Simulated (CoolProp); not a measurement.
Saturation properties of hydrogen chloride (Tc = 51.5 °C, pc = 8.314 MPa, ω = 0.130).

The numbers come from the reference Helmholtz-energy equation of state, Thol 2018 in CoolProp.

```tsv
T (°C)	p (MPa)	liquid density (kg/m³)	vapour density (kg/m³)	enthalpy of vaporisation (kJ/kg)	liquid cp (kJ/(kg K))
-19.55	1.497	999.4	31.42	352.5	1.846
-15.65	1.681	986.0	35.34	345.1	1.874
-11.65	1.886	971.9	39.78	337.1	1.907
-7.75	2.103	957.6	44.59	329.0	1.943
-3.85	2.339	942.9	49.90	320.4	1.985
0.15	2.599	927.2	55.95	311.2	2.034
4.05	2.874	911.2	62.52	301.6	2.091
8.05	3.177	894.1	70.03	291.2	2.160
11.95	3.496	876.5	78.25	280.4	2.241
```

It boils at -85.0 °C under 1 atm.
